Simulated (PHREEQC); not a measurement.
1 kg of water holding 0.054 mol/kgw NaCl, 0.005 mol/kgw Na2CO3, 0.015 mol/kgw Na2SO4 and 0.21 mol/kgw NaOH is evaporated at 90 °C; the solids stay in contact with the brine. No CO2 enters from the air. Only these solids could form: Burkeite, Halite, Mirabilite, Nahcolite, Natron, Thenardite, Trona.

Base run: PHREEQC, Pitzer model, pitzer.dat. Each further column changes one thing. The table gives water activity.

```json
[
 {"H2O removed (mol)": "0", "base": "0.991", "temperature from 90 to 25 °C": "[?]"},
 {"H2O removed (mol)": "18.01", "base": "0.986", "temperature from 90 to 25 °C": "0.986"},
 {"H2O removed (mol)": "30.18", "base": "0.979", "temperature from 90 to 25 °C": "0.979"},
 {"H2O removed (mol)": "38.4", "base": "0.969", "temperature from 90 to 25 °C": "0.969"},
 {"H2O removed (mol)": "43.95", "base": "0.953", "temperature from 90 to 25 °C": "[?]"},
 {"H2O removed (mol)": "47.7", "base": "0.929", "temperature from 90 to 25 °C": "[?]"},
 {"H2O removed (mol)": "50.23", "base": "0.892", "temperature from 90 to 25 °C": "0.892"},
 {"H2O removed (mol)": "51.94", "base": "0.837", "temperature from 90 to 25 °C": "[?]"},
 {"H2O removed (mol)": "53.1", "base": "0.764", "temperature from 90 to 25 °C": "[?]"},
 {"H2O removed (mol)": "53.88", "base": "0.694", "temperature from 90 to 25 °C": "[?]"},
 {"H2O removed (mol)": "54.41", "base": "0.739", "temperature from 90 to 25 °C": "0.388"}
]
```

Question: Some entries are withheld; supply them.

Answer: 
- 0, temperature from 90 to 25 °C: 0.990
- 43.95, temperature from 90 to 25 °C: 0.954
- 47.7, temperature from 90 to 25 °C: 0.930
- 51.94, temperature from 90 to 25 °C: 0.829
- 53.1, temperature from 90 to 25 °C: 0.720
- 53.88, temperature from 90 to 25 °C: 0.568

Away from 25 °C the constants follow the database's enthalpies or fits; those with neither stay at their 25 °C values.
